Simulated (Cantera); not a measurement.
**Ignition delay**

Mixture: 10.6 % CH₄, 0.371 % H₂, 11.9 % O₂, 77.2 % N₂, at 0.520 bar, adiabatic and at constant volume. Ignition delay is the time to a rise of 400 K.

Model: GRI-Mech 3.0 (53 species, 325 reactions), integrated in Cantera.

```
T0 (K)  delay (ms)
------  ----------
1150           233
1225          82.8
1300          30.9
1375          12.1
1450          5.12
1525          2.35
1600          1.18
1675         0.643
1750         0.377
1825         0.234
```

The apparent activation energy between 1675 and 1825 K comes out as 170 kJ/mol.
